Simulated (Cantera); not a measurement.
What does this Cantera script print?

```python
import numpy as np
import cantera as ct

gas = ct.Solution("gri30.yaml")
gas.TPX = 1423, 190000, {'CH2O': 0.0092, 'O2': 0.019, 'N2': 0.13}
inlet = ct.Reservoir(gas, clone=True)

reactor = ct.IdealGasConstPressureReactor(gas, energy="off", clone=False)
exhaust = ct.Reservoir(gas, clone=True)
tau = [13, 4.9, 1.8, 0.69, 0.26, 0.096, 0.036, 0.013, 0.005][0]
for a, b in ((inlet, reactor), (reactor, exhaust)):
    ct.MassFlowController(a, b, mdot=lambda t: reactor.mass / tau)
net = ct.ReactorNet([reactor])
show = ['CH2O', 'O2', 'CO2', 'C2H6', 'HO2', 'NO']

rows = []
print(f"{'tau/s':>10s}{'T/K':>9s}" + "".join(f"{s:>11s}" for s in show))
for tau in [13, 4.9, 1.8, 0.69, 0.26, 0.096, 0.036, 0.013, 0.005]:
    net.initial_time = 0.0
    net.advance(30 * tau)
    before = gas.X
    net.advance(40 * tau)
    drift = np.max(np.abs(gas.X - before) / (gas.X + 1e-9))
    rows.append([gas.T, *gas[show].X, drift])
    print(f"{tau:10.3e}{gas.T:9.1f}" + "".join(f"{x:11.3e}" for x in gas[show].X))
```

Output:

```
     tau/s      T/K       CH2O         O2        CO2       C2H6        HO2         NO
 1.300e+01   1423.0  3.158e-07  6.195e-02  5.813e-02  3.263e-31  2.535e-07  1.009e-06
 4.900e+00   1423.0  6.419e-07  6.195e-02  5.811e-02  7.593e-30  4.894e-07  1.067e-06
 1.800e+00   1423.0  1.315e-06  6.197e-02  5.806e-02  2.441e-28  9.745e-07  1.178e-06
 6.900e-01   1423.0  2.590e-06  6.200e-02  5.797e-02  7.694e-27  1.880e-06  1.286e-06
 2.600e-01   1423.0  5.123e-06  6.208e-02  5.778e-02  2.681e-25  3.627e-06  1.317e-06
 9.600e-02   1423.0  1.016e-05  6.224e-02  5.740e-02  9.718e-24  6.937e-06  1.202e-06
 3.600e-02   1423.0  1.966e-05  6.257e-02  5.666e-02  3.003e-22  1.269e-05  9.742e-07
 1.300e-02   1423.0  3.826e-05  6.324e-02  5.514e-02  8.889e-21  2.266e-05  7.243e-07
 5.000e-03   1423.0  7.077e-05  6.448e-02  5.242e-02  1.751e-19  3.735e-05  5.395e-07
```

Cantera simulation using GRI-Mech 3.0 (53 species, 325 reactions); the numbers are that mechanism's predictions, not measurements. The temperature is held fixed by assumption; the heat of reaction is taken as removed at once.
